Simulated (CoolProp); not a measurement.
The fluid at 475.95 K and 0.15 MPa is throttled through a valve to 0.0228 MPa with no heat exchange. The same conditions are run with several fluids, on thermodynamics alone (safety and materials aside).

Computed with CoolProp (reference Helmholtz-energy equation of state of each fluid (hydrogen chloride: Thol 2018; R407C: Lemmon 2003; hydrogen sulfide: Lemmon 2006; the fluoroketone C6F12O (FK-5-1-12): McLinden 2015; carbon dioxide: Span 1996)). Blends and air are pseudo-pure fits.

```json
[
 {"fluid": "hydrogen chloride", "temperature change (K)": "-0.8", "final density (kg/m³)": "0.210"},
 {"fluid": "R407C", "temperature change (K)": "…", "final density (kg/m³)": "0.498"},
 {"fluid": "hydrogen sulfide", "temperature change (K)": "-0.8", "final density (kg/m³)": "…"},
 {"fluid": "the fluoroketone C6F12O (FK-5-1-12)", "temperature change (K)": "-0.8", "final density (kg/m³)": "1.83"},
 {"fluid": "carbon dioxide", "temperature change (K)": "-0.4", "final density (kg/m³)": "…"}
]
```

What belongs in the gaps?


- R407C, temperature change (K): -0.6
- hydrogen sulfide, final density (kg/m³): 0.197
- carbon dioxide, final density (kg/m³): 0.254
